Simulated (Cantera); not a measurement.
## Hydrocarbon pyrolysis for carbon deposition

An isothermal, constant-pressure homogeneous reactor starts with C2H6 : N2 = 1 : 100 (molar parts), at 1525 K and 10.0 Pa.

Computed with Cantera and GRI-Mech 3.0 (53 species, 325 reactions). GRI-Mech 3.0 stops at C3 and has no aromatics, soot or wall deposition, so with more carbon than oxygen in the feed, carbon stays in small species such as C2H2 where larger ones or solid carbon would form. Radical loss at walls, strong at low pressure, is not modelled.

| t (s) | x C2H6 | x CH2 | x C2H | x C2H4 | x CH4 | x CH3 |
|---|---|---|---|---|---|---|
| 0.000500 | 0.00989 | <1e-12 | <1e-12 | 9.40e-11 | 1.69e-9 | 1.28e-5 |
| 0.00161 | 0.00988 | 2.26e-11 | <1e-12 | 1.67e-9 | 1.75e-8 | 4.12e-5 |
| 0.00519 | 0.00983 | 7.93e-10 | <1e-12 | 3.88e-8 | 1.81e-7 | 0.000132 |
| 0.0167 | 0.00968 | 2.63e-8 | <1e-12 | 1.05e-6 | 1.87e-6 | 0.000421 |
| 0.0538 | 0.00919 | 7.46e-7 | <1e-12 | 3.51e-5 | 1.88e-5 | 0.00129 |
| 0.173 | 0.00695 | 7.58e-6 | 4.41e-9 | 0.000999 | 0.000175 | 0.00340 |
| 0.558 | 0.000984 | 1.75e-5 | 2.83e-7 | 0.00469 | 0.00116 | 0.00395 |
| 1.80 | 1.10e-6 | 5.91e-6 | 3.93e-7 | 0.00200 | 0.00147 | 0.000712 |
| 5.79 | 8.11e-8 | 1.51e-6 | 2.05e-7 | 0.000370 | 0.00120 | 0.000243 |
| 18.6 | 2.45e-8 | 5.16e-7 | 1.25e-7 | 4.25e-5 | 0.000967 | 0.000118 |
| 60.0 | 7.77e-9 | 1.86e-7 | 8.12e-8 | 1.09e-5 | 0.000766 | 6.06e-5 |
x: mole fraction; the columns are a selection and need not sum to one.

Equilibrium at this temperature and pressure: C2H6 <1e-12, CH2 3.05e-11, C2H 4.45e-8, C2H4 5.02e-10, CH4 5.97e-9, CH3 2.07e-9 (gas phase only).
